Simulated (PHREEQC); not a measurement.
NH3 is added in steps, without added water, to 1 kg of water holding 0.0095 mol/kgw MnCl2 and 0.00051 mol/kgw Na2SiF6, at 25 °C. The system is closed to oxygen. No CO2 enters from the air. Solids allowed: Pyrochroite, SiO2(a), Halite. Others were left out.

Base run: PHREEQC, ion-association model, wateq4f.dat. Each further column changes one thing. The table gives Mn+2 (mol/kgw).

```
NH3 added (mol)      base  metal-ligand complexes left out  Davies equation for every ion  all activity coefficients set to 1  Debye-Hückel limiting law
---------------  --------  -------------------------------  -----------------------------  ----------------------------------  -------------------------
0                 0.00908                          0.00950                        0.00909                             0.00877                    0.00915
0.006225          0.00771                          0.00810                        0.00773                             0.00726                    0.00783
0.01452           0.00495                          0.00519                        0.00498                             0.00445                    0.00511
0.02075           0.00323                              ___                        0.00327                             0.00271                    0.00340
0.02697           0.00194                          0.00200                        0.00198                             0.00147                    0.00210
0.03528          0.000941                         0.000958                       0.000967                            0.000624                    0.00106
0.0415           0.000573                         0.000579                       0.000591                                 ___                   0.000654
0.04772          0.000373                         0.000375                       0.000385                            0.000226                   0.000430
0.05602          0.000231                              ___                       0.000239                                 ___                   0.000268
0.06225          0.000170                         0.000171                       0.000177                                 ___                   0.000199
0.06847          0.000131                         0.000131                       0.000135                             7.68e-5                   0.000153
0.07677           9.60e-5                          9.61e-5                        9.95e-5                             5.61e-5                        ___
0.083             7.82e-5                          7.83e-5                        8.11e-5                                 ___                    9.16e-5
```

### Question
Some entries are withheld; supply them.

### Answer

- 0.02075, metal-ligand complexes left out: 0.00336
- 0.0415, all activity coefficients set to 1: 0.000359
- 0.05602, metal-ligand complexes left out: 0.000232
- 0.05602, all activity coefficients set to 1: 0.000137
- 0.06225, all activity coefficients set to 1: 0.000101
- 0.07677, Debye-Hückel limiting law: 0.000112
- 0.083, all activity coefficients set to 1: 4.57e-5

SiF6-2 is the database's only silicon fluoride.
